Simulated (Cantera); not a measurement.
What does this Cantera script print?

```python
import numpy as np
import cantera as ct

gas_names = [...]  # 110 gases of nasa_gas.yaml made of C, H, O
cond_names = """
    C(gr) C6H6(L) C7H8(L) C8H18(L),n-octa H2O(s) H2O(L)
""".split()


# ... load() reads the species with a 1 bar reference pressure and builds the phases ...
atoms = {
    'acetone': {'C': 3, 'H': 6, 'O': 1},
    'CO2': {'C': 1, 'O': 2},
    'H2': {'H': 2},
}
top_T = {'C(gr)': 4500}  # K; cautious upper limits of use, not melting points


# ... equilibrate(T, P, feed) seeds the gas with the atoms and calls Mixture.equilibrate('TP', solver="vcs", rtol=1e-11, max_steps=5000) ...
results = []
feed = {'acetone': 1, 'CO2': 5.5, 'H2': 8.7}  # mol
P = 36  # Pa
for T in [1875, 1975, 2075, 2175, 2275, 2375, 2475, 2575]:
    mix = equilibrate(T, P, feed)
    results.append((T, P, feed, dict(zip(mix.species_names, mix.species_moles))))

top = {s: max(r[3][s] / sum(r[3][g] for g in gas_names) for r in results) for s in gas_names}
cols = sorted((s for s in top if top[s] > 1e-05), key=lambda s: -top[s])[:8]
seen = [c for c in cond_names if any(r[3].get(c, 0) > 1e-12 for r in results)]
print("log10 of partial pressures in bar; condensed amounts in mol")
print(f"{'T/K':>10s}" + "".join(f"{s[:9]:>10s}" for s in cols + seen))
for T, P, feed, n in results:
    ng = sum(n[g] for g in gas_names)
    print(f"{T:10.4g}" + "".join(f"{np.log10(max(n[s] / ng * P / 1e5, 1e-99)):10.3f}" for s in cols)
          + "".join(f"{n.get(c, 0):10.4g}" for c in seen))
```

Result:

```
log10 of partial pressures in bar; condensed amounts in mol
       T/K         H        H2        CO       H2O         O       CO2        OH        O2
      1875    -5.093    -3.819    -3.858    -4.299    -8.076    -4.952    -6.681    -8.914
      1975    -4.783    -3.838    -3.862    -4.303    -7.347    -4.979    -6.269    -8.175
      2075    -4.510    -3.870    -3.871    -4.318    -6.684    -5.004    -5.900    -7.500
      2175    -4.273    -3.923    -3.886    -4.353    -6.080    -5.032    -5.575    -6.884
      2275    -4.073    -4.004    -3.910    -4.431    -5.541    -5.080    -5.308    -6.346
      2375    -3.912    -4.123    -3.944    -4.596    -5.096    -5.183    -5.134    -5.951
      2475    -3.792    -4.288    -3.983    -4.899    -4.783    -5.381    -5.099    -5.780
      2575    -3.713    -4.506    -4.017    -5.354    -4.604    -5.671    -5.209    -5.842
```

These are equilibrium values from Cantera (NASA tables, ideal gas, pure condensed phases), not measurements of a reactor. The feed counts by its element totals alone.
